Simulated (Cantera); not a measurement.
What does this Cantera script print?

```python
import numpy as np
import cantera as ct

gas = ct.Solution("h2o2.yaml")
gas.TPX = 700, 41000, {'H2': 1, 'O2': 0.179, 'N2': 0.518, 'H2O': 0.12}
flame = ct.FreeFlame(gas, width=0.075)
flame.set_refine_criteria(ratio=3, slope=0.08, curve=0.16)
flame.transport_model = "mixture-averaged"
flame.solve(loglevel=0, auto=True)
z, T = flame.grid, flame.T
thick = (T[-1] - T[0]) / np.gradient(T, z).max()
show = ['H2', 'O2', 'H2O', 'H', 'OH', 'HO2']
print(f"laminar burning velocity  {flame.velocity[0] * 100:.3f} cm/s")
print(f"burnt temperature         {T[-1]:.1f} K")
print(f"thermal thickness         {thick * 1e3:.4f} mm")
print(f"grid points               {len(z)}")
z0 = z[flame.heat_release_rate.argmax()]
print(f"{'z/mm':>9s}{'T/K':>9s}{'u/(m/s)':>9s}" + "".join(f"{s:>11s}" for s in show))
rows = []
for k in (-3, -2, -1.5, -1, -0.5, -0.25, 0, 0.25, 0.5, 1, 2, 4, 8):
    zz = z0 + k * thick
    rows.append([k * thick, np.interp(zz, z, T), np.interp(zz, z, flame.velocity),
                 *(np.interp(zz, z, flame.X[gas.species_index(s)]) for s in show)])
    print(f"{rows[-1][0] * 1e3:9.3f}{rows[-1][1]:9.1f}{rows[-1][2]:9.3f}" + "".join(f"{x:11.3e}" for x in rows[-1][3:]))
```

It prints:

```
laminar burning velocity  1061.760 cm/s
burnt temperature         2138.5 K
thermal thickness         1.5219 mm
grid points               138
     z/mm      T/K  u/(m/s)         H2         O2        H2O          H         OH        HO2
   -4.566    700.0   10.618  5.504e-01  9.851e-02  6.604e-02  9.431e-14  1.596e-16  2.194e-11
   -3.044    700.0   10.618  5.504e-01  9.851e-02  6.604e-02  4.942e-11  8.005e-14  4.488e-10
   -2.283    700.0   10.618  5.504e-01  9.851e-02  6.604e-02  3.679e-09  5.614e-12  1.583e-08
   -1.522    700.0   10.618  5.504e-01  9.851e-02  6.604e-02  9.323e-07  2.460e-09  1.834e-06
   -0.761    715.1   10.819  5.480e-01  9.826e-02  6.717e-02  6.003e-04  3.236e-05  1.088e-04
   -0.380    851.2   12.682  5.234e-01  9.376e-02  8.154e-02  1.028e-02  2.825e-04  7.791e-05
    0.000   1183.0   17.209  4.195e-01  5.639e-02  1.621e-01  6.131e-02  1.514e-03  3.139e-05
    0.380   1408.8   20.400  3.344e-01  9.661e-03  2.534e-01  1.001e-01  2.319e-03  5.006e-06
    0.761   1497.7   21.590  3.247e-01  1.292e-03  2.713e-01  9.957e-02  2.449e-03  6.326e-07
    1.522   1592.7   22.803  3.319e-01  2.488e-04  2.750e-01  8.748e-02  2.770e-03  1.218e-07
    3.044   1696.1   24.089  3.424e-01  1.828e-04  2.773e-01  7.221e-02  2.979e-03  8.814e-08
    6.087   1804.9   25.412  3.537e-01  1.258e-04  2.800e-01  5.573e-02  2.940e-03  6.201e-08
   12.175   1905.1   26.602  3.641e-01  7.379e-05  2.830e-01  4.038e-02  2.599e-03  3.948e-08
```

Detailed kinetics in Cantera: the H2/O2 subset of GRI-Mech 3.0, which has no nitrogen chemistry. Burning velocities carry a grid error of a few per cent, more on coarse grids.
